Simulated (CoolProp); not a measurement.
Vapour-liquid equilibrium of CH2F2 (R32) (1) + R125 (2) at 0.0485 MPa; x and y are mole fractions of (1).

Model: multi-fluid Helmholtz-energy mixture model, Tillner-Roth 1997 and Lemmon 2005; pair parameters Lemmon 2004, in CoolProp.

Give the bubble temperature and the first vapour's composition at x = 0.275, 0.35, 0.575. Is there an azeotrope?

x = 0.275: -63.4 °C, y = 0.329; x = 0.35: -63.7 °C, y = 0.408; x = 0.575: -64.6 °C, y = 0.621. y crosses x between x = 0.875 and 0.95: the model has an azeotrope there.

Pair parameters are fitted to limited data, so mixtures are less certain than the pure fluids.
